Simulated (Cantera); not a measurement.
What does this Cantera script print?

```python
import numpy as np
import cantera as ct

gas_names = """
    C CO CO2 C2 C2O C3 C3O2 C4 C5 Cu CuO Cu2 O O2 O3
""".split()
cond_names = """
    C(gr) Cu(cr) Cu(L) CuO(s) Cu2O(s) Cu2O(L)
""".split()


def load(file, names, dense=False):
    # The tables refer to 1 bar. Condensed volumes are neglected.
    table = {s.name: s for s in ct.Species.list_from_file(file)}
    out = []
    for n in names:
        d = dict(table[n].input_data)
        d["thermo"] = dict(d["thermo"], **{"reference-pressure": 1e5})
        if dense:
            d["equation-of-state"] = {"model": "constant-volume", "density": "1e6 g/cm^3"}
        out.append(ct.Species.from_dict(d))
    return out


gas = ct.Solution(thermo="ideal-gas", species=load("nasa_gas.yaml", gas_names))
cond = {s.name: ct.Solution(thermo="fixed-stoichiometry", species=[s], name=s.name)
        for s in load("nasa_condensed.yaml", cond_names, dense=True)}
atoms = {
    'CuO': {'Cu': 1, 'O': 1},
    'CO': {'C': 1, 'O': 1},
}
top_T = {'C(gr)': 4500, 'CuO(s)': 1390}  # K; cautious upper limits of use, not melting points


def equilibrate(T, P, feed):
    n = {}
    for name, mol in feed.items():
        for a, k in atoms[name].items():
            n[a] = n.get(a, 0.0) + k * mol
    gas.TPX = T, P, n
    mass = sum(n.values()) * gas.mean_molecular_weight
    gas.equilibrate("TP")
    valid = [c for c in cond.values() if c.min_temp <= T <= top_T.get(c.name, c.max_temp)]
    mix = ct.Mixture([(gas, mass / gas.mean_molecular_weight)] + [(c, 0.0) for c in valid])
    mix.T, mix.P = T, P
    mix.equilibrate("TP", solver="vcs", rtol=1e-11, max_steps=5000)
    return mix


results = []
T = 2325  # K
P = 150  # Pa
for m in [1.1, 1.4, 1.9, 2.6, 3.5, 4.6, 6.3, 8.4, 11]:
    feed = {'CuO': 1, 'CO': m}  # mol
    mix = equilibrate(T, P, feed)
    results.append((T, P, feed, dict(zip(mix.species_names, mix.species_moles))))

top = {s: max(r[3][s] / sum(r[3][g] for g in gas_names) for r in results) for s in gas_names}
cols = sorted((s for s in top if top[s] > 1e-05), key=lambda s: -top[s])[:5]
seen = [c for c in cond_names if any(r[3].get(c, 0) > 1e-12 for r in results)]
print("log10 of partial pressures in bar; condensed amounts in mol")
print(f"{'n(CO)':>10s}" + "".join(f"{s[:9]:>10s}" for s in cols + seen))
for T, P, feed, n in results:
    ng = sum(n[g] for g in gas_names)
    print(f"{feed['CO']:10.4g}" + "".join(f"{np.log10(max(n[s] / ng * P / 1e5, 1e-99)):10.3f}" for s in cols)
          + "".join(f"{n.get(c, 0):10.4g}" for c in seen))
```

It prints:

```
log10 of partial pressures in bar; condensed amounts in mol
     n(CO)        CO        Cu       CO2        O2         O
       1.1    -3.424    -3.205    -3.509    -3.904    -4.193
       1.4    -3.334    -3.249    -3.487    -4.039    -4.261
       1.9    -3.229    -3.316    -3.486    -4.249    -4.366
       2.6    -3.134    -3.399    -3.518    -4.501    -4.492
       3.5    -3.061    -3.489    -3.575    -4.763    -4.623
       4.6    -3.007    -3.580    -3.647    -5.013    -4.748
       6.3    -2.959    -3.693    -3.744    -5.304    -4.893
       8.4    -2.926    -3.801    -3.843    -5.569    -5.026
        11    -2.902    -3.906    -3.943    -5.815    -5.149
```

Method: chemical equilibrium by Gibbs-energy minimisation in Cantera with the NASA 1993 tables (ideal gas, pure condensed phases).
